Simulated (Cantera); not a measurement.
Cantera run, input and output.

```python
import numpy as np
import cantera as ct

gas = ct.Solution("gri30.yaml")
gas.TPX = 1700, 22000, {'CH4': 0.016, 'H2': 1, 'H': 0.047}
reactor = ct.IdealGasConstPressureReactor(gas, energy="off", clone=False)
net = ct.ReactorNet([reactor])
net.rtol, net.atol = 1e-08, 1e-18
show = ['CH4', 'H2', 'H', 'C2H2', 'C2H6', 'CH2']
times = np.geomspace(2e-05, 90, 9)

steps = ct.SolutionArray(gas, extra=["t"])
rows = []
print(f"{'t/s':>10s}{'T/K':>9s}{'P/Pa':>11s}" + "".join(f"{s:>11s}" for s in show))
for t in times:
    while net.time < t:
        t_next = net.step()
        steps.append(gas.state, t=t_next)
    rows.append([np.interp(t, steps.t, y) for y in (steps.T, steps.P, *steps(*show).X.T)])
    print(f"{t:10.3e}{rows[-1][0]:9.1f}{rows[-1][1]:11.4g}" + "".join(f"{x:11.3e}" for x in rows[-1][2:]))
rate = np.gradient(steps.T, steps.t)
print("integrator steps:", len(steps.t))
if steps.T.max() > steps.T[0] + 200:
    print(f"time of steepest temperature rise: {steps.t[rate.argmax()]:.4e} s")
gas.TPX = 1700, 22000, {'CH4': 0.016, 'H2': 1, 'H': 0.047}
gas.equilibrate("TP")
print(f"equilibrium (TP): T = {gas.T:.1f} K  " + "  ".join(f"{s} {gas[s].X[0]:.3e}" for s in show))
```

It prints:

```
       t/s      T/K       P/Pa        CH4         H2          H       C2H2       C2H6        CH2
 2.000e-05   1700.0    2.2e+04  9.307e-03  9.608e-01  2.481e-02  5.495e-04  3.046e-05  3.954e-05
 1.357e-04   1700.0    2.2e+04  1.057e-02  9.790e-01  7.277e-03  1.457e-03  1.406e-05  8.048e-06
 9.212e-04   1700.0    2.2e+04  1.128e-02  9.853e-01  1.237e-03  1.828e-03  2.843e-06  3.416e-07
 6.252e-03   1700.0    2.2e+04  1.129e-02  9.863e-01  3.300e-04  1.953e-03  5.352e-07  2.584e-08
 4.243e-02   1700.0    2.2e+04  1.086e-02  9.866e-01  3.064e-04  2.167e-03  4.441e-07  2.147e-08
 2.879e-01   1700.0    2.2e+04  8.646e-03  9.877e-01  3.083e-04  3.255e-03  2.877e-07  1.734e-08
 1.954e+00   1700.0    2.2e+04  3.875e-03  9.901e-01  3.129e-04  5.599e-03  6.997e-08  8.046e-09
 1.326e+01   1700.0    2.2e+04  2.210e-03  9.910e-01  3.149e-04  6.415e-03  3.337e-08  4.668e-09
 9.000e+01   1700.0    2.2e+04  2.205e-03  9.910e-01  3.149e-04  6.418e-03  3.329e-08  4.657e-09
integrator steps: 1561
equilibrium (TP): T = 1700.0 K  CH4 2.205e-03  H2 9.910e-01  H 3.149e-04  C2H2 6.418e-03  C2H6 3.329e-08  CH2 4.657e-09
```

Computed with Cantera and GRI-Mech 3.0 (53 species, 325 reactions). GRI-Mech 3.0 stops at C3 and has no aromatics, soot or wall deposition, so with more carbon than oxygen in the feed, carbon stays in small species such as C2H2 where larger ones or solid carbon would form.
